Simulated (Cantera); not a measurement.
An adiabatic, constant-volume homogeneous reactor starts with H2 : O2 : N2 : H2O = 1 : 0.278 : 1.04 : 0.068 (molar parts), equivalence ratio 1.8, at 1600 K and 405 Torr. Integrator tolerance rtol = 1e-08.

Detailed kinetics in Cantera: the H2/O2 subset of GRI-Mech 3.0, which has no nitrogen chemistry.

### Question
How do the results move with these cheaper or finer settings: full GRI-Mech 3.0 in place of its H2/O2 subset; rtol 1e-08 to 0.0001?

### Answer
```json
[
 {"setting": "as above", "time of steepest temperature rise": "19.1 µs", "temperature at 3.00 s": "2906 K", "equilibrium temperature": "2906 K", "x(H2) at 3.00 s": "0.193", "integrator steps": "1054"},
 {"setting": "full GRI-Mech 3.0 in place of its H2/O2 subset", "time of steepest temperature rise": "19.1 µs", "temperature at 3.00 s": "2897 K", "equilibrium temperature": "2897 K", "x(H2) at 3.00 s": "0.195", "integrator steps": "1206"},
 {"setting": "rtol 1e-08 to 0.0001", "time of steepest temperature rise": "17.9 µs", "temperature at 3.00 s": "2906 K", "equilibrium temperature": "2906 K", "x(H2) at 3.00 s": "0.193", "integrator steps": "334"}
]
```
